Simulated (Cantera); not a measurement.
A closed system holds: 1 mol MgCO₃, 1.5 mol H₂S, 1.1 mol O₂, equilibrated at 1275 K and 90.0 mbar.

These are equilibrium values from Cantera (NASA tables, ideal gas, pure condensed phases), not measurements of a reactor. Candidate condensed phases: C, C₆H₆, C₇H₈, C₈H₁₈, H₂O, H₂SO₄, Mg, MgCO₃, MgO, Mg(OH)₂, MgS, MgSO₄, S; 130 gas species. Gases not in the tables: S₃ to S₇. Equilibrium is a limit: real reactors are often held back by kinetics, nucleation or transport.

Base state: H₂O 0.388, CO₂ 0.267, SO₂ 0.137, S₂ 0.132, H₂S 0.0287, CO 0.0230, H₂ 0.0201, S₂O 0.00234 (mole fractions); condensed: MgO(s).

### Question
What changes in the equilibrium state with this change: temperature from 1275 K to 700 K?

### Answer
```csv
species,before,after
H₂O,0.388,0.380
CO₂,0.267,0.325
H₂S,0.0287,0.109
S₂,0.132,0.0629
S₈,<1e-9,0.0128
CO,0.0230,9.74e-6
H₂,0.0201,0.000107
SO₂,0.137,0.108
SO,0.000629,3.75e-8
SH,0.000292,4.51e-8
COS,0.00106,0.000343
S₂O,0.00234,0.00162
"MgO(s), mol",1.00,0.879
"MgSO₄(s), mol",0,0.121
```

### Question
What changes in the equilibrium state with this change: temperature from 1275 K to 1523 K?

### Answer
```json
[
 {"species": "H₂O", "before": "0.388", "after": "0.362"},
 {"species": "CO₂", "before": "0.267", "after": "0.209"},
 {"species": "SO₂", "before": "0.137", "after": "0.166"},
 {"species": "CO", "before": "0.0230", "after": "0.0741"},
 {"species": "H₂", "before": "0.0201", "after": "0.0477"},
 {"species": "H₂S", "before": "0.0287", "after": "0.0159"},
 {"species": "S₂", "before": "0.132", "after": "0.117"},
 {"species": "H", "before": "3.48e-7", "after": "1.68e-5"},
 {"species": "S", "before": "2.29e-6", "after": "6.03e-5"},
 {"species": "MgO(s), mol", "before": "1.00", "after": "1.00"}
]
```
